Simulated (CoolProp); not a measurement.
R1336mzz(Z) at 485.66 K and 0.95 MPa is throttled through a valve to 0.575 MPa with no heat exchange. Each further row changes one setting.

Values from CoolProp's reference Helmholtz-energy equation of state, McLinden 2020.

```csv
case,temperature change (K),final density (kg/m³)
as stated,-3.0,24.8
outlet pressure 0.172 MPa,-6.2,7.19
outlet pressure 0.747 MPa,-1.7,32.7
```
